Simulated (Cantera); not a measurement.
A closed system holds: 1 mol HI, 0.051 mol H2O, equilibrated at 648 K and 13300 Pa.

Cantera equilibrium calculation (NASA polynomials, part measured and part estimated; ideal gas, pure solids and liquids). Candidate condensed phases: H2O, I2; 12 gas species. Kinetics and transport are ignored.

Base state: HI 0.765, H2 0.0934, I2 0.0932, H2O 0.0485, I 0.000312 (mole fractions); condensed: gas only.

### Question
What changes in the equilibrium state with this change: temperature from 648 K to 875 K?

### Answer
```
species    before   after
-------  --------  ------
HI          0.765   0.705
H2         0.0934   0.120
I2         0.0932   0.113
I        0.000312  0.0137
H2O        0.0485  0.0482
```
